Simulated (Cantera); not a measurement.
An isothermal plug-flow reactor at 650 K and 0.310 bar (inlet), inlet velocity 3.5 m/s, active area per volume 1800 1/m; feed 2.26 % H2, 16.5 % O2, 81.3 % N2, equivalence ratio 0.069.

Detailed kinetics in Cantera: Deutschmann's 1995 Pt surface mechanism with GRI-Mech 3.0 gas chemistry. Catalytic surfaces can have several steady states; this one follows from the mechanism file's or the stated starting coverage. Mass transfer to the wall is taken as infinitely fast.

x: gas mole fraction; θ: surface coverage.

```json
[
 {"z (m)": "6.9e-05", "x H2": "0.0180", "x O2": "0.163", "x H2O": "0.00469", "θ free Pt": "0.190", "θ O*": "0.803", "θ OH*": "0.00685"},
 {"z (m)": "0.00013", "x H2": "0.0152", "x O2": "0.161", "x H2O": "0.00751", "θ free Pt": "0.162", "θ O*": "0.831", "θ OH*": "0.00680"},
 {"z (m)": "0.00026", "x H2": "0.0114", "x O2": "0.160", "x H2O": "0.0114", "θ free Pt": "0.123", "θ O*": "0.871", "θ OH*": "0.00650"},
 {"z (m)": "0.0005", "x H2": "0.00776", "x O2": "0.158", "x H2O": "0.0150", "θ free Pt": "0.0843", "θ O*": "0.910", "θ OH*": "…"},
 {"z (m)": "0.00096", "x H2": "0.00479", "x O2": "0.157", "x H2O": "0.0181", "θ free Pt": "0.0526", "θ O*": "0.942", "θ OH*": "…"},
 {"z (m)": "0.0019", "x H2": "0.00267", "x O2": "0.156", "x H2O": "0.0202", "θ free Pt": "0.0298", "θ O*": "0.966", "θ OH*": "…"},
 {"z (m)": "0.0036", "x H2": "0.00147", "x O2": "0.156", "x H2O": "0.0214", "θ free Pt": "0.0169", "θ O*": "0.980", "θ OH*": "…"},
 {"z (m)": "0.0069", "x H2": "0.000754", "x O2": "0.155", "x H2O": "0.0221", "θ free Pt": "0.00979", "θ O*": "0.988", "θ OH*": "…"}
]
```

**Question.** Some entries are withheld; supply them.

**Answer.** 
- 0.0005, θ OH*: 0.00586
- 0.00096, θ OH*: 0.00493
- 0.0019, θ OH*: 0.00388
- 0.0036, θ OH*: 0.00300
- 0.0069, θ OH*: 0.00231
